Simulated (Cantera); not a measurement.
A closed system holds: 1 mol Si3N4, 550 mol H2, equilibrated at 1575 K.

These are equilibrium values from Cantera (NASA tables, ideal gas, pure condensed phases), not measurements of a reactor. Candidate condensed phases: Si, Si3N4; 18 gas species. Mutual solubility and eutectic melting of coexisting phases are not modelled. Kinetics and transport are ignored.

log p: log10 of the partial pressure in bar; n: condensed amount in mol.

```csv
P (Pa),log p H2,log p H,log p Si,log p N2,log p SiH,log p Si2,log p SiH2,n Si(s),n Si3N4(s)
1,-5.01,-6.89,-7.28,-7.45,-9.40,-9.98,___,0,0
6.80,-4.17,-6.47,-7.24,-6.61,-8.95,-9.91,___,2.52,0
46,-3.34,-6.05,-7.24,-5.78,-8.53,-9.91,___,2.92,0
320,-2.50,-5.63,-7.24,-4.94,-8.11,-9.91,___,2.99,0
2200,-1.66,-5.21,-7.24,-4.10,-7.69,-9.91,___,3.00,0
15000,-0.82,-4.79,-7.24,-3.71,-7.27,-9.91,___,1.06,0.646
100000,0.00,-4.38,-7.24,-3.71,-6.86,-9.91,___,0.157,0.947
```

Question: Fill in the missing entries.

Answer: 
- 1, log p SiH2: -10.47
- 6.80, log p SiH2: -9.60
- 46, log p SiH2: -8.76
- 320, log p SiH2: -7.92
- 2200, log p SiH2: -7.08
- 15000, log p SiH2: -6.25
- 100000, log p SiH2: -5.43
